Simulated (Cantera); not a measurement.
## Equilibrium for sublimation and decomposition of ceramics: AlN + H₂

Input: 1 mol AlN, 0.016 mol H₂.

Cantera equilibrium calculation (NASA polynomials, part measured and part estimated; ideal gas, pure solids and liquids). Candidate condensed phases: Al, AlN; 13 gas species. The numbers say what is thermodynamically allowed, not how fast it happens.

Map the stable condensed phases over T = 1550, 1650, 1750, 1850, 1950, 2050, 2150, 2250, 2350 °C and P in Pa = 1, 4.6, 22, 100, 460, 2200, 10000, 46000, 220000, 1000000.


```
T in °C \ P in Pa
               1     4.6      22     100     460    2200   10000   46000  220000 1000000
   2350        A       A       A       A       A       A       A       A       B       B
   2250        A       A       A       A       A       A       A       B       B       B
   2150        A       A       A       A       A       A       A       B       B       B
   2050        A       A       A       A       A       A       B       B       B       B
   1950        A       A       A       A       A       B       B       B       B       B
   1850        A       A       A       A       A       B       B       B       B       B
   1750        A       A       A       A       B       B       B       B       B       B
   1650        A       A       A       B       B       B       B       B       B       B
   1550        A       A       B       B       B       B       B       B       B       B
```
A: gas only; B: AlN.
